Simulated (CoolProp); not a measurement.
Aqueous potassium acetate as a coolant, at 26 °C, 1 atm.

Model: Melinder's fits for secondary coolants, in CoolProp.

| mass % | freezing point (°C) | cp (kJ/(kg K)) | Prandtl number | density (kg/m³) | viscosity (mPa s) |
|---|---|---|---|---|---|
| 5.9 | -2.4 | 3.963 | 6.78 | 1030 | 1.01 |
| 8.9 | -4.0 | 3.861 | 7.25 | 1044 | 1.08 |
| 11.9 | -5.6 | 3.765 | 7.77 | 1058 | 1.17 |
| 14.9 | -7.4 | 3.673 | 8.34 | 1073 | 1.26 |
| 18 | -9.6 | 3.581 | 9.00 | 1088 | 1.37 |
| 21 | -12.1 | 3.494 | 9.72 | 1104 | 1.49 |
| 24 | -15.1 | 3.408 | 10.5 | 1121 | 1.63 |
| 27 | -18.7 | 3.325 | 11.5 | 1138 | 1.79 |
| 30 | -23.1 | 3.242 | 12.6 | 1155 | 1.98 |
| 33 | -28.2 | 3.160 | 14.0 | 1172 | 2.21 |
